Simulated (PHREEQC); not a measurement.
Dissolve 0.043 mol AlCl3 and 0.0078 mol (CH3)4NCl per kg of water at 42 °C. Closed to the air; pH follows from the charge balance.

The numbers come from PHREEQC with the ion-association model, phreeqc.dat.

This is a speciation only: nothing precipitates in the calculation.

Estimate the pH.

pH 3.20.

In which forms is Al present?

Al+3 98 %, AlOH+2 1.8 % of the Al.

The solution is supersaturated, for example in Gibbsite (slow to form), so a real one may precipitate; this is no full list. (CH3)4N+ isn't in the database: it is added as a free cation with an ion size of 4 Å. Away from 25 °C the constants follow the database's enthalpies or fits; those with neither stay at their 25 °C values.
